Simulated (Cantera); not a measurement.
Source: NASA polynomial tables (part measured, part estimated), evaluated in Cantera. Values are per mole of reaction as written; species without (g) are pure solids or liquids, kept so even where they would boil at 1 bar.

### Question
Between 300 and 550 K, where is each reaction favourable under standard conditions?
- 2 Ni₃S₄ + C = 6 NiS + CS₂(g)
- Ni₃S₄ = NiS₂ + 2 NiS

### Answer
- 2 Ni₃S₄ + C = 6 NiS + CS₂(g): ΔG° is 139 kJ at 300 K and 96 kJ at 550 K; it stays positive (K < 1). ΔH° is 186 kJ and ΔS° 165 J/K at 550 K.
- Ni₃S₄ = NiS₂ + 2 NiS: ΔG° is -3 kJ at 300 K and -1 kJ at 550 K; it stays negative (K > 1). ΔH° is -8 kJ and ΔS° -13 J/K at 550 K.
